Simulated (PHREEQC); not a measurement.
A solution holds 40.7 mmol/kgw H2SO4, 0.75 mmol/kgw KNO3 and 0.48 mmol/kgw H3BO3, at 20 °C. Closed to the air; pH follows from the charge balance.

All values are PHREEQC results (ion-association model, wateq4f.dat), not measurements.

Question: The ionic strength comes out as 0.0677 mol/kgw. What activity coefficients do KSO4-, HSO4-, NO3-, SO4-2, H+ get?

Answer: KSO4- 0.81, HSO4- 0.80, NO3- 0.79, SO4-2 0.42, H+ 0.84.

Precipitation was switched off in this run. Complexes and solids missing from the database can't appear.
